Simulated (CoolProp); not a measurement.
A single-stage vapour-compression cycle with R236FA: evaporating at 328.15 K (dew point), condensing at 361.15 K (bubble point), superheat 2 K, subcooling 0 K, compressor efficiency 0.85, no pressure losses. Each further row changes one setting.

The numbers come from the reference Helmholtz-energy equation of state, Pan 2012 in CoolProp.

```json
[
 {"case": "as stated", "cooling COP": "6.12", "pressure ratio": "2.24", "discharge temperature (K)": "361.2", "refrigerating effect (kJ/kg)": "82.5", "volumetric capacity (kJ/m³)": "3670"},
 {"case": "evaporating temperature 333.15 K", "cooling COP": "7.61", "pressure ratio": "1.96", "discharge temperature (K)": "361.2", "refrigerating effect (kJ/kg)": "85.5", "volumetric capacity (kJ/m³)": "4370"},
 {"case": "condensing temperature 356.15 K", "cooling COP": "7.67", "pressure ratio": "___", "discharge temperature (K)": "356.2", "refrigerating effect (kJ/kg)": "89.8", "volumetric capacity (kJ/m³)": "4000"},
 {"case": "subcooling 5 K", "cooling COP": "6.68", "pressure ratio": "2.24", "discharge temperature (K)": "361.2", "refrigerating effect (kJ/kg)": "89.9", "volumetric capacity (kJ/m³)": "4010"},
 {"case": "superheat 12 K", "cooling COP": "___", "pressure ratio": "2.24", "discharge temperature (K)": "368.3", "refrigerating effect (kJ/kg)": "92.4", "volumetric capacity (kJ/m³)": "___"},
 {"case": "compressor efficiency 0.75", "cooling COP": "5.40", "pressure ratio": "2.24", "discharge temperature (K)": "361.2", "refrigerating effect (kJ/kg)": "82.5", "volumetric capacity (kJ/m³)": "3670"}
]
```

**Question.** Complete the blanks.

**Answer.** 
- condensing temperature 356.15 K, pressure ratio: 2.00
- superheat 12 K, cooling COP: 6.40
- superheat 12 K, volumetric capacity (kJ/m³): 3900

The compression ends wet for: as stated; evaporating temperature 333.15 K; condensing temperature 356.15 K; subcooling 5 K; compressor efficiency 0.75.
